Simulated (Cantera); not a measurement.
## Premixed flame

A freely propagating, adiabatic, planar premixed flame of 33.6 % H₂, 18.4 % O₂, 48.0 % N₂, unburnt at 323 K and 0.310 bar; multicomponent transport, grid criteria slope 0.08 and curve 0.16, no radiation.

Model: the H2/O2 subset of GRI-Mech 3.0, which has no nitrogen chemistry, integrated in Cantera. Burning velocities carry a grid error of a few per cent, more on coarse grids.

```csv
z (mm),T (K),u (m/s),x H₂,x O₂,x OH,x H,x H₂O,x HO₂
-4.55,323,3.13,0.336,0.184,<1e-8,<1e-8,<1e-8,<1e-8
-3.04,323,3.13,0.336,0.184,<1e-8,<1e-8,<1e-8,<1e-8
-2.28,323,3.13,0.336,0.184,<1e-8,<1e-8,<1e-8,<1e-8
-1.52,323,3.13,0.336,0.184,<1e-8,<1e-8,1.19e-8,<1e-8
-0.759,327,3.16,0.334,0.185,2.51e-6,7.09e-7,3.97e-5,2.14e-5
-0.380,581,5.48,0.301,0.181,0.00124,0.00463,0.0173,0.000179
0,1106,9.98,0.173,0.138,0.00332,0.0455,0.120,5.18e-5
0.380,1444,12.9,0.0663,0.0674,0.0111,0.0740,0.242,2.17e-5
0.759,1598,14.1,0.0497,0.0508,0.0154,0.0693,0.270,1.41e-5
1.52,1762,15.4,0.0486,0.0454,0.0195,0.0557,0.281,1.02e-5
3.04,1940,16.8,0.0470,0.0410,0.0229,0.0412,0.294,7.20e-6
6.07,2116,18.1,0.0427,0.0365,0.0250,0.0282,0.310,5.00e-6
12.1,2281,19.2,0.0361,0.0322,0.0251,0.0177,0.327,3.79e-6
```
x: mole fraction of selected species; z is measured from the peak of heat release.

```
Property                    Result
------------------------  --------
laminar burning velocity  313 cm/s
thermal thickness          1.52 mm
peak x(OH)                  0.0253
peak x(H)                   0.0743
peak x(HO₂)               0.000299
grid points                    116
```
